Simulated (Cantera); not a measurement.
Charge: 1 mol TiC, 0.062 mol H2, held at 2800 K and 13.3 mbar.

Equilibrium computed with Cantera from the NASA thermochemical tables; the gas is ideal and each condensed phase is pure. Candidate condensed phases: C, C6H6, C7H8, C8H18, Ti, TiC; 77 gas species. TiC: taken at fixed stoichiometry. Rates play no part.

Base state: H 0.497, H2 0.491, Ti 0.00788, C2H2 (acetylene) 0.00308, C2H 0.000392, C 0.000214, C3 0.000193, C2 4.34e-5 (mole fractions); condensed: TiC(s).

Task: What changes in the equilibrium state with this change: TiC replaced by ZrN?

Result: 
```csv
species,before,after
H,0.497,0.497
H2,0.491,0.491
N2,0,0.00831
Ti,0.00788,0
Zr,0,0.00403
C2H2 (acetylene),0.00308,0
C2H,0.000392,0
C,0.000214,0
C3,0.000193,0
"TiC(s), mol",0.999,0
"Zr(l), mol",0,0.00106
"ZrN(s), mol",0,0.999
```
Mutual solubility and eutectic melting of coexisting phases are not modelled. ZrN: taken at fixed stoichiometry. Condensed phases not in the tables: N, O or C dissolved in the metal. Further candidate phases: Zr, ZrN.
